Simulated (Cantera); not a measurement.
Thermodynamics of iron carbonyl, mercury and lead vapours, feed Fe(CO)5 + CO + N2

Charge: 1 mol Fe(CO)5, 0.6 mol CO, 2.2 mol N2, held at 1327 °C.

Equilibrium computed with Cantera from the NASA thermochemical tables; the gas is ideal and each condensed phase is pure. Candidate condensed phases: C, Fe, Fe(CO)5, FeO, Fe2O3, Fe3O4; 27 gas species. Iron dissolves carbon and melts from about 1420 K in contact with it, which pure phases cannot show. Condensed phases not in the tables: cementite and carbon dissolved in iron. Rates play no part.

From 10.0 Pa to 22000 Pa the condensed part is Fe(γ). From 77000 Pa to 1000000 Pa the condensed part is C(graphite) + Fe(γ). The main Fe-bearing gas is Fe throughout.

```csv
P (Pa),x CO,x N2,x Fe,x CO2,x CN,n Fe(γ),n C(graphite)
10,0.710,0.279,0.0110,2.65e-8,2.37e-8,0.914,0
36,0.716,0.281,0.00305,5.36e-8,2.27e-8,0.976,0
130,0.717,0.282,0.000843,1.95e-7,1.20e-8,0.993,0
460,0.718,0.282,0.000238,6.89e-7,6.36e-9,0.998,0
1700,0.718,0.282,6.45e-5,2.55e-6,3.31e-9,0.999,0
6000,0.718,0.282,1.83e-5,8.99e-6,1.76e-9,1.000,0
22000,0.718,0.282,4.98e-6,3.30e-5,9.20e-10,1.000,0
77000,0.718,0.282,1.42e-6,0.000115,4.92e-10,1.000,0.000900
280000,0.717,0.282,3.92e-7,0.000419,2.58e-10,1.000,0.00327
1000000,0.716,0.282,1.10e-7,0.00149,1.36e-10,1.000,0.0116
```
x: gas mole fraction; n: condensed amount in mol.
